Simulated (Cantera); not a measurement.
Feed: 1 mol Ta, 1.6 mol O2, held at 2575 °C and 1.00 bar.

Equilibrium computed with Cantera from the NASA thermochemical tables; the gas is ideal and each condensed phase is pure. Candidate condensed phases: Ta, Ta2O5; 6 gas species. Kinetics and transport are ignored.

Base state: O2 0.936, O 0.0633, TaO2 0.000230 (mole fractions); condensed: Ta2O5(l).

Q: What changes in the equilibrium state with this change: Ta replaced by Cr?

A: 
```tsv
species	before	after
O2	0.936	0.855
CrO2	0	0.0738
O	0.0633	0.0604
CrO	0	0.00699
TaO2	0.000230	0
CrO3	0	0.00393
Cr	0	0.000156
Ta2O5(l), mol	0.500	0
Cr2O3(l), mol	0	0.460
```
Further candidate phases: Cr, Cr2O3.

Q: What changes in the equilibrium state with this change: temperature from 2575 °C to 2350 °C?

A: 
```json
[
 {"species": "O2", "before": "0.936", "after": "0.974"},
 {"species": "O", "before": "0.0633", "after": "0.0255"},
 {"species": "TaO2", "before": "0.000230", "after": "1.95e-5"},
 {"species": "Ta2O5(l), mol", "before": "0.500", "after": "0.500"}
]
```

Q: What changes in the equilibrium state with this change: temperature from 2575 °C to 2452 °C?

A: 
```csv
species,before,after
O2,0.936,0.961
O,0.0633,0.0393
TaO2,0.000230,6.29e-5
"Ta2O5(l), mol",0.500,0.500
```
